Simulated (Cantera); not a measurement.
# Silicon epitaxy and polysilicon growth: Si3H8 + HCl + N2

A closed system holds: 1 mol Si3H8, 0.37 mol HCl, a varied amount of N2, at 923.15 K and 38.0 mbar.

These are equilibrium values from Cantera (NASA tables, ideal gas, pure condensed phases), not measurements of a reactor. Candidate condensed phases: NH4Cl, Si, Si3N4; 28 gas species. The feed counts by its element totals alone. N2 is the only nitrogen source here; it is nearly inert below about 1500 K, so the nitride shown seldom forms there in practice. Rates play no part.

From 37 mol N2 to 230 mol N2 the condensed part is Si3N4(s).

```json
[
 {"n(N2) (mol)": "37", "log p N2": "-1.47", "log p H2": "-2.41", "log p HCl": "-3.45", "log p NH3": "-7.35", "log p SiCl4": "-8.36", "n Si3N4(s)": "1.000"},
 {"n(N2) (mol)": "70", "log p N2": "-1.45", "log p H2": "-2.68", "log p HCl": "-3.71", "log p NH3": "-7.74", "log p SiCl4": "-8.90", "n Si3N4(s)": "1.000"},
 {"n(N2) (mol)": "100", "log p N2": "-1.44", "log p H2": "-2.83", "log p HCl": "-3.86", "log p NH3": "-7.96", "log p SiCl4": "-9.21", "n Si3N4(s)": "1.000"},
 {"n(N2) (mol)": "140", "log p N2": "-1.43", "log p H2": "-2.97", "log p HCl": "-4.01", "log p NH3": "-8.17", "log p SiCl4": "-9.50", "n Si3N4(s)": "1.00"},
 {"n(N2) (mol)": "170", "log p N2": "-1.43", "log p H2": "-3.05", "log p HCl": "-4.09", "log p NH3": "-8.29", "log p SiCl4": "-9.67", "n Si3N4(s)": "1.00"},
 {"n(N2) (mol)": "200", "log p N2": "-1.43", "log p H2": "-3.12", "log p HCl": "-4.16", "log p NH3": "-8.40", "log p SiCl4": "-9.81", "n Si3N4(s)": "1.00"},
 {"n(N2) (mol)": "230", "log p N2": "-1.43", "log p H2": "-3.18", "log p HCl": "-4.22", "log p NH3": "-8.49", "log p SiCl4": "-9.93", "n Si3N4(s)": "1.00"}
]
```
log p: log10 of the partial pressure in bar; n: condensed amount in mol.
